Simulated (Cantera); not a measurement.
A Cantera script and its output.

```python
import numpy as np
import cantera as ct

gas = ct.Solution("gri30.yaml")
gas.TPX = 1950, 1333, {'C2H6': 1, 'H2': 13}
inlet = ct.Reservoir(gas, clone=True)

reactor = ct.IdealGasConstPressureReactor(gas, energy="off", clone=False)
exhaust = ct.Reservoir(gas, clone=True)
tau = [22, 8.3, 3.2, 1.2, 0.46, 0.18, 0.068, 0.026, 0.0099, 0.0038][0]
for a, b in ((inlet, reactor), (reactor, exhaust)):
    ct.MassFlowController(a, b, mdot=lambda t: reactor.mass / tau)
net = ct.ReactorNet([reactor])
show = ['C2H6', 'H2', 'CH4', 'CH3', 'C2H']

rows = []
print(f"{'tau/s':>10s}{'T/K':>9s}" + "".join(f"{s:>11s}" for s in show))
for tau in [22, 8.3, 3.2, 1.2, 0.46, 0.18, 0.068, 0.026, 0.0099, 0.0038]:
    net.initial_time = 0.0
    net.advance(30 * tau)
    before = gas.X
    net.advance(40 * tau)
    drift = np.max(np.abs(gas.X - before) / (gas.X + 1e-9))
    rows.append([gas.T, *gas[show].X, drift])
    print(f"{tau:10.3e}{gas.T:9.1f}" + "".join(f"{x:11.3e}" for x in gas[show].X))
```

It prints:

```
     tau/s      T/K       C2H6         H2        CH4        CH3        C2H
 2.200e+01   1950.0  9.685e-08  9.280e-01  8.532e-04  1.676e-04  9.596e-06
 8.300e+00   1950.0  2.660e-07  9.280e-01  1.474e-03  2.764e-04  9.113e-06
 3.200e+00   1950.0  7.257e-07  9.278e-01  2.583e-03  4.534e-04  8.452e-06
 1.200e+00   1950.0  2.050e-06  9.271e-01  4.639e-03  7.543e-04  7.695e-06
 4.600e-01   1950.0  5.611e-06  9.254e-01  8.067e-03  1.232e-03  7.014e-06
 1.800e-01   1950.0  1.474e-05  9.223e-01  1.331e-02  1.967e-03  6.465e-06
 6.800e-02   1950.0  3.914e-05  9.173e-01  2.112e-02  3.137e-03  6.007e-06
 2.600e-02   1950.0  9.986e-05  9.105e-01  3.112e-02  4.857e-03  5.603e-06
 9.900e-03   1950.0  2.494e-04  9.021e-01  4.274e-02  7.296e-03  5.146e-06
 3.800e-03   1950.0  6.066e-04  8.931e-01  5.429e-02  1.048e-02  4.527e-06
```

Model: GRI-Mech 3.0 (53 species, 325 reactions), integrated in Cantera. GRI-Mech 3.0 stops at C3 and has no aromatics, soot or wall deposition, so with more carbon than oxygen in the feed, carbon stays in small species such as C2H2 where larger ones or solid carbon would form. Radical loss at walls, strong at low pressure, is not modelled.
